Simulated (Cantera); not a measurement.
Standard-state values (1 bar) from the NASA 1993 polynomials, evaluated with Cantera. Values are per mole of reaction as written; species without (g) are pure solids or liquids, kept so even where they would boil at 1 bar.

S + Pb(g) ⇌ PbS(g)

| T (K) | ΔH° (kJ) | ΔS° (J/K) | ΔG° (kJ) | log10 K | condensed phases |
|---|---|---|---|---|---|
| 300 | ? | ? | ? | ? | S(s) |
| 898 | -75.8 | 19.9 | -93.7 | 5.45 | S(l) |
| 923 | -76.2 | 19.4 | -94.1 | 5.33 | S(l) |
| 948 | -76.7 | 18.9 | -94.6 | 5.21 | S(l) |
| 973 | ? | ? | ? | ? | S(l) |
| 998 | -77.5 | 18.1 | -95.5 | 5.00 | S(l) |
| 1023 | -77.9 | 17.7 | -96.0 | 4.90 | S(l) |
| 1048 | -78.3 | 17.3 | -96.4 | 4.81 | S(l) |
| 1073 | -78.6 | 17.0 | -96.9 | 4.72 | S(l) |

**Question.** Complete the blanks.

**Answer.** 
- 300, ΔH° (kJ): -63.4
- 300, ΔS° (J/K): 43.9
- 300, ΔG° (kJ): -76.6
- 300, log10 K: 13.34
- 973, ΔH° (kJ): -77.1
- 973, ΔS° (J/K): 18.5
- 973, ΔG° (kJ): -95.1
- 973, log10 K: 5.10
